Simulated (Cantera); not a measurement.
Input: 1 mol HMDSO, 2.2 mol O₃, held at 0.0100 bar.

Equilibrium computed with Cantera from the NASA thermochemical tables; the gas is ideal and each condensed phase is pure. Candidate condensed phases: C, C₆H₆, C₇H₈, C₈H₁₈, H₂O, Si, SiC, SiO₂; 123 gas species. The feed counts by its element totals alone. Rates play no part.

At 973 K, list the 5 most abundant gas species with their mole fractions, and the condensed phases.

H₂ 0.714, CO 0.284, H₂O 0.00126, CO₂ 0.000807, CH₄ 0.000655. Condensed: C(graphite) + SiO₂(β-quartz).
